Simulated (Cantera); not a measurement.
What does this Cantera script print?

```python
import numpy as np
import cantera as ct

gas_names = [...]  # 91 gases of nasa_gas.yaml made of C, Cl, H
cond_names = """
    C(gr) C6H6(L) C7H8(L) C8H18(L),n-octa
""".split()


# ... load() reads the species with a 1 bar reference pressure and builds the phases ...
atoms = {
    'CH3Cl': {'C': 1, 'H': 3, 'CL': 1},
}
top_T = {'C(gr)': 4500}  # K; cautious upper limits of use, not melting points


# ... equilibrate(T, P, feed) seeds the gas with the atoms and calls Mixture.equilibrate('TP', solver="vcs", rtol=1e-11, max_steps=5000) ...
results = []
feed = {'CH3Cl': 1}  # mol
P = 83000  # Pa
for T in [1898, 1998, 2098, 2198, 2298, 2398, 2498, 2598, 2698, 2798, 2898, 2998, 3098]:
    mix = equilibrate(T, P, feed)
    results.append((T, P, feed, dict(zip(mix.species_names, mix.species_moles))))

top = {s: max(r[3][s] / sum(r[3][g] for g in gas_names) for r in results) for s in gas_names}
cols = sorted((s for s in top if top[s] > 0.0001), key=lambda s: -top[s])[:5]
seen = [c for c in cond_names if any(r[3].get(c, 0) > 1e-12 for r in results)]
print("log10 of partial pressures in bar; condensed amounts in mol")
print(f"{'T/K':>10s}" + "".join(f"{s[:9]:>10s}" for s in cols + seen))
for T, P, feed, n in results:
    ng = sum(n[g] for g in gas_names)
    print(f"{T:10.4g}" + "".join(f"{np.log10(max(n[s] / ng * P / 1e5, 1e-99)):10.3f}" for s in cols)
          + "".join(f"{n.get(c, 0):10.4g}" for c in seen))
```

Output:

```
log10 of partial pressures in bar; condensed amounts in mol
       T/K       HCL        H2         H        CL C2H2,acet     C(gr)
      1898    -0.383    -0.383    -3.298    -3.420    -3.807     0.999
      1998    -0.383    -0.383    -2.986    -3.114    -3.503    0.9983
      2098    -0.384    -0.384    -2.704    -2.837    -3.229     0.997
      2198    -0.386    -0.385    -2.447    -2.586    -2.981    0.9948
      2298    -0.389    -0.388    -2.213    -2.357    -2.756    0.9913
      2398    -0.394    -0.391    -1.998    -2.148    -2.552     0.986
      2498    -0.401    -0.396    -1.802    -1.957    -2.366    0.9783
      2598    -0.411    -0.404    -1.621    -1.783    -2.197    0.9674
      2698    -0.424    -0.414    -1.456    -1.624    -2.045    0.9526
      2798    -0.443    -0.428    -1.304    -1.480    -1.908    0.9328
      2898    -0.467    -0.446    -1.166    -1.350    -1.786    0.9066
      2998    -0.497    -0.470    -1.039    -1.233    -1.679     0.872
      3098    -0.536    -0.501    -0.925    -1.130    -1.588    0.8256
```

Equilibrium computed with Cantera from the NASA thermochemical tables; the gas is ideal and each condensed phase is pure.
